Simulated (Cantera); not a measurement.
Input: 1 mol HMDSO, 0.24 mol CO₂, 0.84 mol H₂, 1.4 mol O₃, held at 1275 °C and 68000 Pa.

Equilibrium computed with Cantera from the NASA thermochemical tables; the gas is ideal and each condensed phase is pure. Candidate condensed phases: C, C₆H₆, C₇H₈, C₈H₁₈, H₂O, Si, SiC, SiO₂; 123 gas species. The feed counts by its element totals alone. The tables hold silica as quartz up to 1696 K and as liquid above; real silica turns to tridymite and cristobalite and melts near 1996 K. The numbers say what is thermodynamically allowed, not how fast it happens.

Base state: H₂ 0.853, CO 0.146, CH₄ 0.00101, H₂O 0.000104, SiO 7.97e-5, H 3.45e-5, C₂H₂ (acetylene) 1.34e-5 (mole fractions); condensed: C(graphite) + SiO₂(β-quartz).

What changes in the equilibrium state with this change: temperature from 1275 °C to 1777 °C?


| species | before | after |
|---|---|---|
| H₂ | 0.853 | 0.632 |
| CO | 0.146 | 0.319 |
| SiO | 7.97e-5 | 0.0463 |
| Si | <1e-9 | 2.79e-5 |
| SiH | <1e-9 | 1.10e-5 |
| SiH₂ | 4.67e-9 | 2.17e-5 |
| H | 3.45e-5 | 0.00219 |
| C(graphite), mol | 4.55 | 0 |
| SiO₂(β-quartz), mol | 2.00 | 0 |
| SiC(s), mol | 0 | 1.28 |
Gases not in the tables: Si₂H₆ and higher silanes.

What changes in the equilibrium state with this change: temperature from 1275 °C to 1477 °C?


| species | before | after |
|---|---|---|
| H₂ | 0.853 | 0.669 |
| CO | 0.146 | 0.323 |
| SiO | 7.97e-5 | 0.00691 |
| CH₄ | 0.00101 | 0.000132 |
| H | 3.45e-5 | 0.000231 |
| C(graphite), mol | 4.55 | 0 |
| SiO₂(β-quartz), mol | 2.00 | 0 |
| SiC(s), mol | 0 | 1.49 |
| SiO₂(condensed), mol | 0 | 0.413 |
Mutual solubility and eutectic melting of coexisting phases are not modelled.
